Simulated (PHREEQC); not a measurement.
Model water analysis in mg/kgw, 20 °C, pH 3.8, pe 9.2: Na 80.8; K 30.4; Ca 26.7; Mg 11.2; Cl 10.2; S(6) as SO4 321; Si as SiO2 0.193.

Na is adjusted to close the charge balance.
Valence states are taken as typed.

The numbers come from PHREEQC with the ion-association model, phreeqc.dat.

| quantity | before | after |
|---|---|---|
| ionic strength (mol/kgw) | 0.0104 | 0.0293 |
| Ca+2 (mol/kgw) | 0.000541 | 0.00140 |
| Mg+2 (mol/kgw) | 0.000360 | 0.000911 |
| CaSO4 (mol/kgw) | 0.000125 | 0.000594 |
| MgSO4 (mol/kgw) | 0.000101 | 0.000471 |
| SI of Quartz (SiO2) | -1.44 | -0.96 |
| SI of Gypsum (CaSO4:2H2O) | -1.55 | -0.88 |

What was changed between the two runs?
A) Cl from 10.2 to 5.1 mg/kgw
B) all concentrations times 3 at the same typed pH
C) Si from 0.193 to 0.579 mg/kgw
D) temperature from 20 to 90 °C at the same typed pH

B, all concentrations times 3 at the same typed pH

No solid was allowed to form.
